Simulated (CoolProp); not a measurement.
Aqueous sodium chloride as a coolant, 8 % by mass, freezing at -5.1 °C, 1 atm.

Model: Melinder's fits for secondary coolants, in CoolProp.

```json
[
 {"T (°C)": "-1.8", "Prandtl number": "14.3", "cp (kJ/(kg K))": "(withheld)", "conductivity (W/(m K))": "(withheld)", "viscosity (mPa s)": "2.11"},
 {"T (°C)": "2.9", "Prandtl number": "12.2", "cp (kJ/(kg K))": "(withheld)", "conductivity (W/(m K))": "(withheld)", "viscosity (mPa s)": "1.82"},
 {"T (°C)": "7.5", "Prandtl number": "(withheld)", "cp (kJ/(kg K))": "3.782", "conductivity (W/(m K))": "(withheld)", "viscosity (mPa s)": "(withheld)"},
 {"T (°C)": "12.2", "Prandtl number": "9.15", "cp (kJ/(kg K))": "3.789", "conductivity (W/(m K))": "0.578", "viscosity (mPa s)": "1.40"},
 {"T (°C)": "16.9", "Prandtl number": "8.01", "cp (kJ/(kg K))": "(withheld)", "conductivity (W/(m K))": "0.586", "viscosity (mPa s)": "1.24"},
 {"T (°C)": "21.6", "Prandtl number": "7.07", "cp (kJ/(kg K))": "3.802", "conductivity (W/(m K))": "0.593", "viscosity (mPa s)": "1.10"},
 {"T (°C)": "26.2", "Prandtl number": "6.32", "cp (kJ/(kg K))": "3.808", "conductivity (W/(m K))": "0.601", "viscosity (mPa s)": "0.997"},
 {"T (°C)": "30.9", "Prandtl number": "5.68", "cp (kJ/(kg K))": "3.814", "conductivity (W/(m K))": "0.608", "viscosity (mPa s)": "0.905"}
]
```

**Question.** Fill in the missing entries.

**Answer.** 
- -1.8, cp (kJ/(kg K)): 3.767
- -1.8, conductivity (W/(m K)): 0.554
- 2.9, cp (kJ/(kg K)): 3.775
- 2.9, conductivity (W/(m K)): 0.562
- 7.5, Prandtl number: 10.5
- 7.5, conductivity (W/(m K)): 0.570
- 7.5, viscosity (mPa s): 1.59
- 16.9, cp (kJ/(kg K)): 3.796
